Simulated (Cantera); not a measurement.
Feed: 1 mol MgO, 0.33 mol CH4, 0.1 mol H2, held at 1975 K and 11.0 Pa.

These are equilibrium values from Cantera (NASA tables, ideal gas, pure condensed phases), not measurements of a reactor. Candidate condensed phases: C, C6H6, C7H8, C8H18, H2O, Mg, MgCO3, MgO, Mg(OH)2; 116 gas species. The tables' values for MgH are old estimates; treat these amounts as uncertain. Equilibrium is a limit: real reactors are often held back by kinetics, nucleation or transport.

Base state: H2 0.317, Mg 0.311, CO 0.184, H2O 0.0983, H 0.0735, CO2 0.0127, OH 0.00217, MgOH 0.000382 (mole fractions); condensed: MgO(s).

**Question.** What changes in the equilibrium state with this change: CH4 from 0.33 to 1.4 mol?

**Answer.** 
| species | before | after |
|---|---|---|
| H2 | 0.317 | 0.517 |
| CO | 0.184 | 0.195 |
| Mg | 0.311 | 0.194 |
| H2O | 0.0983 | 1.43e-9 |
| CO2 | 0.0127 | <1e-9 |
| H | 0.0735 | 0.0938 |
| OH | 0.00217 | <1e-9 |
| MgOH | 0.000382 | <1e-9 |
| O | 0.000370 | <1e-9 |
| C2H2 (acetylene) | <1e-9 | 0.000336 |
| MgO | 0.000114 | <1e-9 |
| MgO(s), mol | 0.479 | 0 |
| C(graphite), mol | 0 | 0.397 |
